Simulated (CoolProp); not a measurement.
n-decane at 538.59 K and 7.41 MPa flows at 0.083 m/s in a round tube of 20 mm bore and 15 µm roughness, fully developed (64/Re and Nu = 3.66 if laminar; Colebrook and Gnielinski if turbulent). Each further row changes one setting.

The numbers come from the reference Helmholtz-energy equation of state, Lemmon 2006 in CoolProp. It is a short technical equation, of lower accuracy than the large ones.

| case | Reynolds number | Darcy friction factor | pressure drop (Pa/m) | heat-transfer coefficient (W/(m² K)) | mass flow (kg/h) |
|---|---|---|---|---|---|
| as stated | ? | 0.0351 | ? | ? | ? |
| velocity 0.166 m/s | 13800 | 0.0297 | ? | 402 | 101 |
| diameter 40 mm | 13800 | 0.0291 | ? | 198 | ? |

Task: Some entries are withheld; supply them.

Result: 
- as stated, Reynolds number: 6890
- as stated, pressure drop (Pa/m): 3.27
- as stated, heat-transfer coefficient (W/(m² K)): 209
- as stated, mass flow (kg/h): 50.7
- velocity 0.166 m/s, pressure drop (Pa/m): 11.1
- diameter 40 mm, pressure drop (Pa/m): 1.35
- diameter 40 mm, mass flow (kg/h): 203

Viscosity comes from a separate model (Huber 2004). Thermal conductivity comes from a separate model (Huber 2005).
